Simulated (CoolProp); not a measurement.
Saturation properties of R1132(E).

Model: reference Helmholtz-energy equation of state, Akasaka 2024, in CoolProp.

```json
[
 {"T (°C)": "-25.45", "p (MPa)": "?", "liquid density (kg/m³)": "?", "vapour density (kg/m³)": "11.40", "enthalpy of vaporisation (kJ/kg)": "281.1", "liquid cp (kJ/(kg K))": "1.671"},
 {"T (°C)": "-13.45", "p (MPa)": "0.5247", "liquid density (kg/m³)": "1042", "vapour density (kg/m³)": "?", "enthalpy of vaporisation (kJ/kg)": "267.6", "liquid cp (kJ/(kg K))": "1.698"},
 {"T (°C)": "-1.35", "p (MPa)": "0.7826", "liquid density (kg/m³)": "?", "vapour density (kg/m³)": "25.75", "enthalpy of vaporisation (kJ/kg)": "252.9", "liquid cp (kJ/(kg K))": "?"},
 {"T (°C)": "10.65", "p (MPa)": "1.122", "liquid density (kg/m³)": "968.0", "vapour density (kg/m³)": "37.04", "enthalpy of vaporisation (kJ/kg)": "?", "liquid cp (kJ/(kg K))": "1.803"},
 {"T (°C)": "22.65", "p (MPa)": "1.559", "liquid density (kg/m³)": "925.4", "vapour density (kg/m³)": "52.35", "enthalpy of vaporisation (kJ/kg)": "218.5", "liquid cp (kJ/(kg K))": "1.897"},
 {"T (°C)": "34.65", "p (MPa)": "2.111", "liquid density (kg/m³)": "877.0", "vapour density (kg/m³)": "73.30", "enthalpy of vaporisation (kJ/kg)": "197.4", "liquid cp (kJ/(kg K))": "2.041"},
 {"T (°C)": "46.65", "p (MPa)": "?", "liquid density (kg/m³)": "819.8", "vapour density (kg/m³)": "102.9", "enthalpy of vaporisation (kJ/kg)": "172.0", "liquid cp (kJ/(kg K))": "2.289"},
 {"T (°C)": "58.65", "p (MPa)": "3.638", "liquid density (kg/m³)": "747.5", "vapour density (kg/m³)": "147.8", "enthalpy of vaporisation (kJ/kg)": "139.4", "liquid cp (kJ/(kg K))": "2.834"}
]
```

Task: Some entries are withheld; supply them.

Result: 
- -25.45, p (MPa): 0.3380
- -25.45, liquid density (kg/m³): 1075
- -13.45, vapour density (kg/m³): 17.40
- -1.35, liquid density (kg/m³): 1006
- -1.35, liquid cp (kJ/(kg K)): 1.741
- 10.65, enthalpy of vaporisation (kJ/kg): 236.7
- 46.65, p (MPa): 2.797
